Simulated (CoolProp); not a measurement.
Properties of nitrogen along the isotherm 128 K (Tc = 126.2 K, pc = 33.96 bar, ω = 0.037).

Values from CoolProp's reference Helmholtz-energy equation of state, Span 2000.

```tsv
p (bar)	phase	density (kg/m³)	conductivity (mW/(m K))
7.72	gas	22.00	12.7
15.4	gas	48.41	14.1
23.2	gas	83.42	16.5
30.9	gas	138.0	22.0
38.6	supercritical	401.7	51.8
46.3	supercritical	476.8	54.6
54	supercritical	506.9	58.3
61.7	supercritical	527.2	61.4
69.5	supercritical	543.0	64.1
77.2	supercritical	555.8	66.5
84.9	supercritical	566.8	68.7
```

Thermal conductivity comes from a separate model (Lemmon 2004).
